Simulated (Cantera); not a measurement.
Feed: 1 mol HI, 1.3 mol H2, held at 13.3 mbar.

These are equilibrium values from Cantera (NASA tables, ideal gas, pure condensed phases), not measurements of a reactor. Candidate condensed phases: I2; 5 gas species. Equilibrium is a limit: real reactors are often held back by kinetics, nucleation or transport.

x: gas mole fraction; nothing condenses.

| T (K) | x H2 | x HI | x I | x H | x I2 |
|---|---|---|---|---|---|
| 823 | 0.574 | 0.413 | 0.00563 | 4.81e-11 | 0.00729 |
| 973 | 0.581 | [?] | [?] | [?] | [?] |
| 1123 | 0.594 | [?] | [?] | [?] | [?] |
| 1273 | 0.610 | 0.194 | 0.193 | 4.82e-6 | 0.00302 |
| 1423 | 0.623 | 0.114 | 0.261 | 4.54e-5 | 0.00118 |
| 1573 | 0.631 | 0.0669 | 0.301 | 0.000280 | 0.000449 |
| 1723 | 0.635 | 0.0408 | 0.323 | 0.00126 | 0.000183 |
| 1873 | 0.635 | 0.0262 | 0.335 | 0.00445 | 8.19e-5 |
| 2023 | 0.629 | 0.0177 | 0.340 | 0.0130 | 4.02e-5 |

**Question.** Complete the blanks.

**Answer.** 
- 973, x HI: 0.378
- 973, x I: 0.0335
- 973, x H: 7.14e-9
- 973, x I2: 0.00811
- 1123, x HI: 0.296
- 1123, x I: 0.104
- 1123, x H: 2.84e-7
- 1123, x I2: 0.00611
